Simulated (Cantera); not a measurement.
Premixed flame

A freely propagating, adiabatic, planar premixed flame of 20.1 % H2, 16.8 % O2, 63.1 % N2, equivalence ratio 0.60, unburnt at 325 K and 0.790 atm; mixture-averaged transport, grid criteria slope 0.08 and curve 0.16, no radiation.

Computed with Cantera and the H2/O2 subset of GRI-Mech 3.0, which has no nitrogen chemistry. Burning velocities carry a grid error of a few per cent, more on coarse grids. Lean hydrogen flames are cellular in practice and burn faster than this planar one.

```
z (mm)  T (K)  u (m/s)      x H2    x O2       x O   x H2O2       x H     x H2O
------  -----  -------  --------  ------  --------  -------  --------  --------
-1.44     325    0.994     0.201   0.168     <1e-8    <1e-8     <1e-8   5.60e-8
-0.963    325    0.993     0.201   0.168     <1e-8    <1e-8     <1e-8   1.55e-6
-0.722    326    0.992     0.198   0.168     <1e-8  7.01e-8     <1e-8   1.36e-5
-0.481    330    0.997     0.190   0.170   3.73e-8  1.31e-6     <1e-8  0.000214
-0.241    432     1.25     0.152   0.174   3.90e-6  5.34e-5   8.31e-6   0.00939
-0.120    735     2.08     0.109   0.163  0.000178  5.95e-5   0.00113    0.0469
0        1088     3.04    0.0618   0.134   0.00194  1.39e-5   0.00591     0.107
0.120    1334     3.71    0.0276   0.104   0.00503  5.17e-6   0.00965     0.159
0.241    1477     4.11    0.0131  0.0878   0.00633  2.95e-6   0.00913     0.184
0.481    1617     4.48   0.00664  0.0803   0.00532  1.39e-6   0.00541     0.199
0.963    1723     4.75   0.00369  0.0783   0.00300  6.72e-7   0.00205     0.207
1.93     1784     4.91   0.00158  0.0779   0.00125  3.46e-7  0.000525     0.212
3.85     1812     4.97  0.000525  0.0782  0.000417  1.73e-7   9.84e-5     0.215
```
x: mole fraction of selected species; z is measured from the peak of heat release.

laminar burning velocity: 99.4 cm/s
thermal thickness: 0.481 mm
peak x(O): 0.00635
peak x(H2O2): 7.43e-5
peak x(H): 0.00985
grid points: 110
